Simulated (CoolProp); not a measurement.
Saturated liquid density (kg/m³) of methanol: the reference equation beside estimates from Tc = 240.2 °C, pc = 8216 kPa, ω = 0.565. Rackett uses Z = 0.29056 − 0.08775 ω.

Computed with CoolProp (reference Helmholtz-energy equation of state, de Reuck 1993).

| T (°C) | reference | Rackett | van der Waals | Redlich-Kwong | Soave-Redlich-Kwong | Peng-Robinson |
|---|---|---|---|---|---|---|
| 54.15 | 758.5 | 742.3 | 370.1 | 542.3 | 584.3 | 658.7 |
| 60.45 | 752.4 | 734.6 | 366.7 | 536.3 | 579.1 | 653.2 |
| 66.75 | 746.1 | 726.8 | 363.3 | 530.2 | 573.7 | 647.4 |
| 73.05 | 739.7 | 718.8 | 359.7 | 524.0 | 568.2 | 641.4 |
| 79.35 | 733.3 | 710.8 | 356.1 | 517.5 | 562.4 | 635.1 |
| 85.65 | 726.6 | 702.6 | 352.4 | 511.0 | 556.4 | 628.6 |
| 91.95 | 719.9 | 694.2 | 348.6 | 504.2 | 550.1 | 621.8 |
| 98.25 | 712.9 | 685.8 | 344.7 | 497.3 | 543.7 | 614.8 |
| 104.55 | 705.8 | 677.1 | 340.7 | 490.1 | 536.9 | 607.4 |
| 110.85 | 698.4 | 668.3 | 336.6 | 482.8 | 529.9 | 599.7 |

Absolute difference from the reference over all 10 rows, mean and median: Rackett 3.2 and 3.2 %, van der Waals 51.5 and 51.5 %, Redlich-Kwong 29.6 and 29.6 %, Soave-Redlich-Kwong 23.4 and 23.4 %, Peng-Robinson 13.5 and 13.4 %.
